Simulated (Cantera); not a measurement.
A freely propagating, adiabatic, planar premixed flame of C3H8 : O2 : N2 = 1 : 5.75 : 19.5 (molar parts), equivalence ratio 0.87, unburnt at 625 K and 10.0 bar; mixture-averaged transport, grid criteria slope 0.08 and curve 0.16, no radiation.

Computed with Cantera and GRI-Mech 3.0 (53 species, 325 reactions). GRI-Mech 3.0 was tuned for natural gas; its chemistry of propane as a main component is partial and can be far from experiment. Burning velocities carry a grid error of a few per cent, more on coarse grids.

Q: What does this change do: N2 19.5 to 25 parts?

A: 
```tsv
quantity	before	after
laminar burning velocity	97.6 cm/s	61.4 cm/s
thermal thickness	0.0391 mm	0.0552 mm
peak x(HCO)	5.54e-5	2.70e-5
peak x(CH2)	4.04e-5	2.03e-5
peak x(H)	0.00263	0.00146
peak x(C2H2)	0.000895	0.000585
```
